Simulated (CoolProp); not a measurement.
Aqueous potassium carbonate as a coolant, at 5 °C, 1 atm.

The numbers come from the Melinder's fits for secondary coolants in CoolProp.

| mass % | freezing point (°C) | density (kg/m³) | conductivity (W/(m K)) | viscosity (mPa s) | cp (kJ/(kg K)) |
|---|---|---|---|---|---|
| 3.3 | -1.0 | 1032 | 0.570 | 1.61 | 3.981 |
| 6.9 | ? | 1066 | 0.567 | 1.73 | 3.799 |
| 10.4 | -3.8 | 1099 | 0.563 | 1.87 | 3.652 |
| 14 | -5.4 | 1135 | 0.560 | 2.04 | 3.513 |
| 17.6 | ? | 1171 | 0.556 | 2.26 | 3.376 |
| 21.2 | ? | 1209 | ? | 2.53 | 3.241 |
| 24.8 | -12.6 | 1248 | 0.549 | 2.90 | 3.108 |
| 28.4 | -16.5 | 1288 | 0.546 | 3.40 | 2.985 |
| 32 | -21.5 | 1328 | 0.542 | 4.08 | 2.875 |
| 35.5 | -27.6 | 1369 | 0.538 | 4.99 | 2.785 |

Question: Some entries are withheld; supply them.

Answer: 
- 6.9, freezing point (°C): -2.4
- 17.6, freezing point (°C): -7.3
- 21.2, freezing point (°C): -9.6
- 21.2, conductivity (W/(m K)): 0.553
